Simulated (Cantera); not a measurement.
Input: 1 mol Si3N4, 0.12 mol H2O, 31 mol H2, equilibrated at 3.00 mbar.

Equilibrium computed with Cantera from the NASA thermochemical tables; the gas is ideal and each condensed phase is pure. Candidate condensed phases: H2O, Si, SiO2, Si2N2O, Si3N4; 35 gas species. Mutual solubility and eutectic melting of coexisting phases are not modelled. The numbers say what is thermodynamically allowed, not how fast it happens.

log p: log10 of the partial pressure in bar; n: condensed amount in mol.

```csv
T (K),log p H2,log p N2,log p SiO,log p H,n Si2N2O(s),n Si3N4(s),n Si(s)
925,-2.52,-5.41,<-14,(withheld),0.120,0.920,0
975,-2.52,-5.41,<-14,(withheld),0.120,0.920,0
1025,-2.52,-5.41,<-14,(withheld),0.120,0.920,0
1075,-2.52,-5.41,-13.71,(withheld),0.120,0.920,0
1125,-2.52,-5.41,-12.45,(withheld),0.120,0.920,0
1175,-2.52,-5.41,-11.29,(withheld),0.120,0.920,0
1225,-2.52,-5.41,-10.24,(withheld),0.120,0.920,0
1275,-2.52,-5.41,-9.26,(withheld),0.120,0.920,0
1325,-2.52,-5.41,-8.36,(withheld),0.120,0.920,0
1375,-2.52,-5.41,-7.53,(withheld),0.120,0.920,0
1425,-2.52,-5.00,-6.90,(withheld),0.119,0.889,0.0955
1475,-2.53,-4.54,-6.33,(withheld),0.115,0.792,0.389
1525,-2.53,-4.11,-5.80,(withheld),0.103,0.539,1.16
```

Complete the blanks.


- 925, log p H: -10.85
- 975, log p H: -10.20
- 1025, log p H: -9.62
- 1075, log p H: -9.10
- 1125, log p H: -8.61
- 1175, log p H: -8.17
- 1225, log p H: -7.77
- 1275, log p H: -7.39
- 1325, log p H: -7.05
- 1375, log p H: -6.73
- 1425, log p H: -6.43
- 1475, log p H: -6.15
- 1525, log p H: -5.89
